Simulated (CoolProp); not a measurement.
C3F8 (R218) along the isobar 0.101 MPa: density (kg/m³) from the reference equation and from simpler models built on Tc = 345.0 K, pc = 2.640 MPa, ω = 0.317; each cubic takes its own stable root.

Model: reference Helmholtz-energy equation of state, Lemmon 2006, in CoolProp. It is a short technical equation, of lower accuracy than the large ones.

```json
[
 {"T (K)": "150.9", "phase": "liquid", "reference": "1918", "Soave-Redlich-Kwong": "1784", "Peng-Robinson": "2002"},
 {"T (K)": "184.6", "phase": "liquid", "reference": "1801", "Soave-Redlich-Kwong": "1700", "Peng-Robinson": "1914"},
 {"T (K)": "218.2", "phase": "liquid", "reference": "1681", "Soave-Redlich-Kwong": "1595", "Peng-Robinson": "1802"},
 {"T (K)": "251.9", "phase": "gas", "reference": "9.450", "Soave-Redlich-Kwong": "9.410", "Peng-Robinson": "9.428"},
 {"T (K)": "285.5", "phase": "gas", "reference": "8.204", "Soave-Redlich-Kwong": "8.202", "Peng-Robinson": "8.217"},
 {"T (K)": "319.2", "phase": "gas", "reference": "7.276", "Soave-Redlich-Kwong": "7.280", "Peng-Robinson": "7.292"},
 {"T (K)": "352.8", "phase": "gas", "reference": "6.550", "Soave-Redlich-Kwong": "6.553", "Peng-Robinson": "6.563"},
 {"T (K)": "386.5", "phase": "gas", "reference": "5.959", "Soave-Redlich-Kwong": "5.961", "Peng-Robinson": "5.969"}
]
```
